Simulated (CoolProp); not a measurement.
Octamethylcyclotetrasiloxane (D4) along the isotherm 427.3 K: fugacity coefficient from the reference equation and from simpler models built on Tc = 586.5 K, pc = 1347 kPa, ω = 0.598; each cubic takes its own stable root.

The numbers come from the reference Helmholtz-energy equation of state, Thol 2015 in CoolProp.

```
p (kPa)   phase  reference
-------  ------  ---------
51.8        gas     0.9563
104      liquid     0.5200
155      liquid     0.3508
207      liquid     0.2641
259      liquid     0.2122
311      liquid     0.1777
363      liquid     0.1531
415      liquid     0.1346
466      liquid     0.1206
518      liquid     0.1090
570      liquid    0.09964
622      liquid    0.09181
674      liquid    0.08519
```

**Question.** How far does each simpler model (Redlich-Kwong, Peng-Robinson) lie from the reference over these 13 states: mean and median of the absolute difference, and the worst?

**Answer.** 
- Redlich-Kwong: mean 151.0 %, median 171.9 %, worst +173.7 % at 427.3 K and 674 kPa
- Peng-Robinson: mean 1.3 %, median 1.4 %, worst +1.5 % at 427.3 K and 104 kPa

At some of these states Redlich-Kwong gives the other phase, because its saturation line lies elsewhere.
